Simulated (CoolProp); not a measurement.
Properties of 1-butene along the isobar 18.3 MPa (Tc = 419.3 K, pc = 4.006 MPa, ω = 0.192).

Model: reference Helmholtz-energy equation of state, Lemmon 2005, in CoolProp. It is a short technical equation, of lower accuracy than the large ones.

```
T (K)          phase       Z  isothermal compressibility (1/MPa)
-----  -------------  ------  ----------------------------------
361.2         liquid  0.6219                            0.003871
372.8         liquid  0.6170                            0.004415
384.5         liquid  0.6135                            0.005061
396.1         liquid  0.6113                            0.005819
407.7         liquid  0.6106                            0.006715
419.3  supercritical  0.6112                            0.007777
430.9  supercritical  0.6134                            0.009032
442.5  supercritical  0.6171                             0.01051
454.2  supercritical  0.6225                             0.01225
465.8  supercritical  0.6296                             0.01425
477.4  supercritical  0.6383                             0.01653
489    supercritical  0.6487                             0.01908
500.6  supercritical  0.6608                             0.02185
512.3  supercritical  0.6744                             0.02480
523.9  supercritical  0.6893                             0.02778
```
